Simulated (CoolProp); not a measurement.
Saturated liquid density (kg/m³) of carbon monoxide: the reference equation beside estimates from Tc = 132.9 K, pc = 3498 kPa, ω = 0.050. Rackett uses Z = 0.29056 − 0.08775 ω.

Computed with CoolProp (reference Helmholtz-energy equation of state, Lemmon 2006). It is a short technical equation, of lower accuracy than the large ones.

```json
[
 {"T (K)": "90.3", "reference": "753.9", "Rackett": "765.1", "Redlich-Kwong": "749.6", "Peng-Robinson": "845.9"},
 {"T (K)": "92.2", "reference": "744.9", "Rackett": "756.2", "Redlich-Kwong": "738.7", "Peng-Robinson": "834.4"},
 {"T (K)": "94.2", "reference": "735.1", "Rackett": "746.6", "Redlich-Kwong": "726.9", "Peng-Robinson": "821.8"},
 {"T (K)": "96.1", "reference": "725.6", "Rackett": "737.3", "Redlich-Kwong": "715.3", "Peng-Robinson": "809.4"},
 {"T (K)": "98", "reference": "715.9", "Rackett": "727.8", "Redlich-Kwong": "703.3", "Peng-Robinson": "796.6"},
 {"T (K)": "100", "reference": "705.4", "Rackett": "717.4", "Redlich-Kwong": "690.3", "Peng-Robinson": "782.5"},
 {"T (K)": "101.9", "reference": "695.1", "Rackett": "707.3", "Redlich-Kwong": "677.4", "Peng-Robinson": "768.6"},
 {"T (K)": "103.8", "reference": "684.6", "Rackett": "696.9", "Redlich-Kwong": "664.2", "Peng-Robinson": "754.0"},
 {"T (K)": "105.8", "reference": "673.1", "Rackett": "685.7", "Redlich-Kwong": "649.6", "Peng-Robinson": "738.0"},
 {"T (K)": "107.7", "reference": "661.7", "Rackett": "674.5", "Redlich-Kwong": "635.3", "Peng-Robinson": "722.1"},
 {"T (K)": "109.6", "reference": "650.0", "Rackett": "663.0", "Redlich-Kwong": "620.3", "Peng-Robinson": "705.4"},
 {"T (K)": "111.6", "reference": "637.1", "Rackett": "650.3", "Redlich-Kwong": "603.9", "Peng-Robinson": "686.9"},
 {"T (K)": "113.5", "reference": "624.2", "Rackett": "637.7", "Redlich-Kwong": "587.5", "Peng-Robinson": "668.4"},
 {"T (K)": "115.5", "reference": "610.0", "Rackett": "623.8", "Redlich-Kwong": "569.3", "Peng-Robinson": "647.7"}
]
```

Absolute difference from the reference over all 14 rows, mean and median: Rackett 1.8 and 1.8 %, Redlich-Kwong 3.1 and 2.8 %, Peng-Robinson 9.9 and 10.4 %.
